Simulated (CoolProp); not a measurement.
Computed with CoolProp (reference Helmholtz-energy equation of state, Lemmon 2016).

Q: For R115, give the phase and the Z, cv (kJ/(kg K)), expansivity (1/kK) at 140.95 °C and 42 bar; -49.45 °C and 30.9 bar; 180.55 °C and 22.7 bar.

A: 
- 140.95 °C and 42 bar: supercritical; Z 0.701, cv 0.833, expansivity 7.68
- -49.45 °C and 30.9 bar: liquid; Z 0.161, cv 0.616, expansivity 2.06
- 180.55 °C and 22.7 bar: gas; Z 0.897, cv 0.843, expansivity 3.27
